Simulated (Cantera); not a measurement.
**Stirred combustor or abatement burner**

A perfectly stirred reactor is fed with 3.75 % CH4, 0.180 % CO, 13.5 % O2, 75.0 % N2, 7.50 % CO2, equivalence ratio 0.56, at 3750 Torr; it is adiabatic with a 798 K inlet, and is followed from long to short residence time, starting on the burning branch (τ in s: 0.027, 0.011, 0.0046, 0.0019, 0.00078, 0.00032, 0.00013, 5.5e-05, 2.3e-05).

Detailed kinetics in Cantera: GRI-Mech 3.0 (53 species, 325 reactions).

```
τ (s)    T (K)     x CH4      x CO    x O2   x C2H6   x CH2O      x H
-------  -----  --------  --------  ------  -------  -------  -------
0.027     1617   2.61e-5  0.000431  0.0597  1.00e-8  2.61e-6  2.33e-6
0.011     1613   4.88e-5  0.000819  0.0600  2.57e-8  5.05e-6  5.35e-6
0.0046    1606   9.17e-5   0.00154  0.0604  6.44e-8  9.71e-6  1.19e-5
0.0019    1592  0.000183   0.00299  0.0613  1.79e-7  1.96e-5  2.57e-5
0.00078   1558  0.000449   0.00643  0.0636  8.09e-7  4.70e-5  5.00e-5
0.00032    798    0.0375   0.00180   0.135   <1e-12   <1e-12   <1e-12
0.00013    798    0.0375   0.00180   0.135   <1e-12   <1e-12   <1e-12
5.5e-5     798    0.0375   0.00180   0.135   <1e-12   <1e-12   <1e-12
2.3e-5     798    0.0375   0.00180   0.135   <1e-12   <1e-12   <1e-12
```
x: mole fraction; the columns are a selection and need not sum to one.
